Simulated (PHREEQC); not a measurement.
Consider water at 87 °C with 16 mmol/kgw H2S. Closed to the air; pH follows from the charge balance.

Equilibrium calculation in PHREEQC: ion-association model, phreeqc.dat.

Each row changes one thing in this solution. This is a speciation only: nothing precipitates in the calculation.

| case | pH | ionic strength (mol/kgw) | HS- (mol/kgw) |
|---|---|---|---|
| as made | 4.16 | 6.95e-5 | 6.95e-5 |
| H2S from 0.016 to 0.0144 mol/kgw | [?] | 6.59e-5 | 6.59e-5 |
| H2S from 0.016 to 0.0016 mol/kgw | [?] | 2.18e-5 | 2.18e-5 |
| temperature from 87 to 25 °C | 4.37 | 4.31e-5 | 4.31e-5 |
| diluted 5-fold with water | 4.51 | 3.09e-5 | 3.09e-5 |
| H2S replaced by NaHS at the same molality | [?] | 0.0160 | 0.0158 |
| H2S replaced by NH4HS at the same molality | 7.11 | 0.0130 | 0.0130 |
| diluted 2-fold with water | [?] | 4.90e-5 | 4.90e-5 |

Fill in the missing entries.


- H2S from 0.016 to 0.0144 mol/kgw, pH: 4.19
- H2S from 0.016 to 0.0016 mol/kgw, pH: 4.67
- H2S replaced by NaHS at the same molality, pH: 8.48
- diluted 2-fold with water, pH: 4.31

Species that the database lacks are ignored. Away from 25 °C the constants follow the database's enthalpies or fits; those with neither stay at their 25 °C values.
